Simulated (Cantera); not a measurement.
Feed: 1 mol Ta(OEt)5, 5.7 mol CO2, 14 mol H2, held at 0.00135 Torr.

These are equilibrium values from Cantera (NASA tables, ideal gas, pure condensed phases), not measurements of a reactor. Candidate condensed phases: C, C6H6, C7H8, C8H18, H2O, Ta, TaC, Ta2O5; 113 gas species. The feed counts by its element totals alone. Mutual solubility and eutectic melting of coexisting phases are not modelled. Condensed phases not in the tables: Ta2C, N, O or C dissolved in the metal. Kinetics and transport are ignored.

x: gas mole fraction; n: condensed amount in mol.

```csv
T (K),x H,x H2,x CO,x TaO,n Ta(s),n Ta2O5(s)
1523,0.0135,0.617,0.370,2.03e-6,0.721,0.139
1623,0.0397,0.595,0.365,3.45e-5,0.721,0.135
1723,0.100,0.544,0.352,0.000419,0.695,0.0964
1823,0.216,0.447,0.329,0.00215,(withheld),0
1923,0.388,0.306,0.296,0.00475,(withheld),0
2023,0.567,0.160,0.263,0.00782,(withheld),0
2123,0.683,0.0653,0.241,0.00956,(withheld),0
2223,0.735,0.0237,0.232,0.0100,0.312,0
2323,0.753,0.00861,0.228,0.0101,0.303,0
```

**Question.** Some entries are withheld; supply them.

**Answer.** 
- 1823, n Ta(s): 0.604
- 1923, n Ta(s): 0.527
- 2023, n Ta(s): 0.418
- 2123, n Ta(s): 0.340
